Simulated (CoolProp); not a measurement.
The fluid at 298.15 K and 0.19 MPa expands adiabatically to 0.0376 MPa with isentropic efficiency 0.9. The same conditions are run with several fluids, on thermodynamics alone (safety and materials aside).

The numbers come from the reference Helmholtz-energy equation of state of each fluid (sulfur dioxide: Gao 2016; dry air: Lemmon 2000; CH3F (R41): Lemmon 2006; R143a: Lemmon and Jacobsen 2000; R407C: Lemmon 2003) in CoolProp. Blends and air are pseudo-pure fits.

| fluid | work (kJ/kg) | final temperature (K) | final phase | final density (kg/m³) |
|---|---|---|---|---|
| sulfur dioxide | 47.7 | 242.9 | two-phase, vapour fraction 0.958 | 1.26 |
| dry air | 99.7 | (withheld) | gas | (withheld) |
| CH3F (R41) | (withheld) | 213.0 | gas | (withheld) |
| R143a | 38.4 | 251.9 | gas | 1.53 |
| R407C | 37.1 | (withheld) | gas | 1.59 |

Problem. Complete the blanks.

Solution. 
- dry air, final temperature (K): 198.5
- dry air, final density (kg/m³): 0.661
- CH3F (R41), work (kJ/kg): 87.3
- CH3F (R41), final density (kg/m³): 0.730
- R407C, final temperature (K): 247.7
